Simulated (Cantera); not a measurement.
Feed: 1 mol SiHCl3, 5.4 mol H2, at 1225 K and 0.200 bar.

Cantera equilibrium calculation (NASA polynomials, part measured and part estimated; ideal gas, pure solids and liquids). Candidate condensed phases: Si; 19 gas species. The tables' values for SiCl3 are old estimates; treat these amounts as uncertain. The numbers say what is thermodynamically allowed, not how fast it happens.

Base state: H2 0.822, HCl 0.0683, SiCl4 0.0610, SiHCl3 0.0229, SiCl2 0.0138, SiCl3 0.0103, SiH2Cl2 0.00115, SiH3Cl 1.59e-5 (mole fractions); condensed: Si(s).

Problem. What changes in the equilibrium state with this change: H2 from 5.4 to 12 mol?

Solution. 
```json
[
 {"species": "H2", "before": "0.822", "after": "0.893"},
 {"species": "HCl", "before": "0.0683", "after": "0.0564"},
 {"species": "SiCl4", "before": "0.0610", "after": "0.0241"},
 {"species": "SiCl3", "before": "0.0103", "after": "0.00514"},
 {"species": "SiHCl3", "before": "0.0229", "after": "0.0119"},
 {"species": "SiCl2", "before": "0.0138", "after": "0.00870"},
 {"species": "SiH2Cl2", "before": "0.00115", "after": "0.000783"},
 {"species": "SiH3Cl", "before": "1.59e-5", "after": "1.42e-5"},
 {"species": "Si(s), mol", "before": "0.259", "after": "0.319"}
]
```
